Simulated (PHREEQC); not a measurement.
2.4 g of hydrous ferric oxide (600 m²/g; 0.2 weak and 0.005 strong sites per Fe, Dzombak-Morel constants, diffuse double layer) in 1 kg of water with 0.001 mol/kgw of an inert sodium salt, at 25 °C; the pH is set by adding NaOH or the inert anion's acid. O2 is buffered at 0.21 atm. The system is closed to CO2. Nothing may precipitate in this run.

Model: ion-association model, wateq4f.dat, run in PHREEQC.

Q: Predict surface charge σ (C/m²), surface potential ψ (mV) at pH = 4, 9.

A: 
```
pH  surface charge σ (C/m²)  surface potential ψ (mV)
--  -----------------------  ------------------------
4                     0.144                       204
9                    -0.004                       -51
```

Complexes and solids missing from the database can't appear. The oxide is taken as insoluble; below pH 4 it would dissolve.
